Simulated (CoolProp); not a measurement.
Chlorine at several states: density (kg/m³) from the reference equation and from simpler models built on Tc = 416.9 K, pc = 76.42 bar, ω = 0.070; each cubic takes its own stable root.

The numbers come from the reference Helmholtz-energy equation of state, Thol 2021 in CoolProp.

```json
[
 {"T (K)": "395", "p (bar)": "0.171", "phase": "gas", "reference": "0.3695", "van der Waals": "0.3695", "Redlich-Kwong": "0.3695", "Soave-Redlich-Kwong": "0.3695", "Peng-Robinson": "0.3696"},
 {"T (K)": "366.8", "p (bar)": "0.159", "phase": "gas", "reference": "0.3700", "van der Waals": "0.3700", "Redlich-Kwong": "0.3700", "Soave-Redlich-Kwong": "0.3701", "Peng-Robinson": "0.3701"},
 {"T (K)": "205.1", "p (bar)": "76.2", "phase": "liquid", "reference": "1666", "van der Waals": "___", "Redlich-Kwong": "1539", "Soave-Redlich-Kwong": "___", "Peng-Robinson": "___"},
 {"T (K)": "238", "p (bar)": "97.9", "phase": "liquid", "reference": "___", "van der Waals": "1006", "Redlich-Kwong": "1469", "Soave-Redlich-Kwong": "___", "Peng-Robinson": "1649"},
 {"T (K)": "336.7", "p (bar)": "4.86", "phase": "gas", "reference": "12.85", "van der Waals": "12.72", "Redlich-Kwong": "12.83", "Soave-Redlich-Kwong": "12.84", "Peng-Robinson": "12.88"}
]
```

Complete the blanks.


- 205.1, van der Waals: 1043
- 205.1, Soave-Redlich-Kwong: 1530
- 205.1, Peng-Robinson: 1720
- 238, reference: 1582
- 238, Soave-Redlich-Kwong: 1464
